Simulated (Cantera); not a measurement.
An isothermal, constant-pressure homogeneous reactor starts with H₂ : O₂ : N₂ = 0.042 : 1 : 1.6 (molar parts), at 1200 K and 1330 Pa.

Detailed kinetics in Cantera: the H2/O2 subset of GRI-Mech 3.0, which has no nitrogen chemistry. Radical loss at walls, strong at low pressure, is not modelled.

One state of this run: x H₂ = 0.000205; x O₂ = 0.366; x H₂O₂ = 2.47e-8; x OH = 0.00106; x H = 0.00182; x H₂O = 0.0143. x: mole fraction; the columns are a selection and need not sum to one.

Q: Which value of t (s) does it belong to?
A) 0.236
B) 0.0266
C) 0.000700
D) 0.114

A: B, 0.0266
